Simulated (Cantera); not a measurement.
An adiabatic, constant-volume homogeneous reactor starts with 6.78 % CO, 8.82 % H2, 0.387 % CH4, 16.5 % O2, 62.0 % N2, 5.56 % H2O, at 1625 K and 1050 Torr.

Detailed kinetics in Cantera: GRI-Mech 3.0 (53 species, 325 reactions).

Q: Predict: time of steepest temperature rise; temperature at 1.00 s; equilibrium temperature; x(CO) at 1.00 s; x(H2) at 1.00 s; x(NO) at 1.00 s.

A: time of steepest temperature rise: 9.04 µs
temperature at 1.00 s: 2686 K
equilibrium temperature: 2686 K
x(CO) at 1.00 s: 0.0140 (gas-phase equilibrium 0.0140)
x(H2) at 1.00 s: 0.00491 (gas-phase equilibrium 0.00491)
x(NO) at 1.00 s: 0.0173 (gas-phase equilibrium 0.0173)
